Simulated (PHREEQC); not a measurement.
Solution A (0.0069 mol/kgw NaOH and 0.0097 mol/kgw Na2CO3) is mixed with solution B (0.22 mol/kgw HCl, 0.0014 mol/kgw ZnSO4 and 0.0044 mol/kgw MnSO4) at 40 °C; shares are by mass of water, 1 kg in all. No oxygen is let in. CO2 from the air is kept out. Only these solids could form: Rhodochrosite, Pyrochroite, Halite, Zn(OH)2(e), Smithsonite.

The numbers come from PHREEQC with the ion-association model, phreeqc.dat.

```tsv
share of solution B	pH	Rhodochrosite (mol)	HSO4- (mol/kgw)	CO2 (mol/kgw)	Mn+2 (mol/kgw)
0	11.32	0	0	2.57e-9	0
0.1	5.59	5.52e-6	___	___	0.000372
0.2	1.72	0	0.000661	0.00775	___
0.3	1.41	0	0.00124	0.00679	0.00116
0.4	1.24	0	0.00180	0.00582	0.00152
0.5	1.11	0	0.00236	0.00485	0.00186
0.6	___	0	0.00291	0.00388	0.00219
0.7	0.94	0	0.00347	0.00291	0.00251
0.8	0.88	0	0.00403	0.00194	0.00282
0.9	0.82	0	0.00459	0.000970	___
1	0.77	0	0.00515	0	0.00342
```

### Question
What belongs in the gaps?

### Answer

- 0.1, HSO4- (mol/kgw): 1.18e-7
- 0.1, CO2 (mol/kgw): 0.00706
- 0.2, Mn+2 (mol/kgw): 0.000793
- 0.6, pH: 1.02
- 0.9, Mn+2 (mol/kgw): 0.00313

Complexes and solids missing from the database can't appear. Away from 25 °C the constants follow the database's enthalpies or fits; those with neither stay at their 25 °C values.
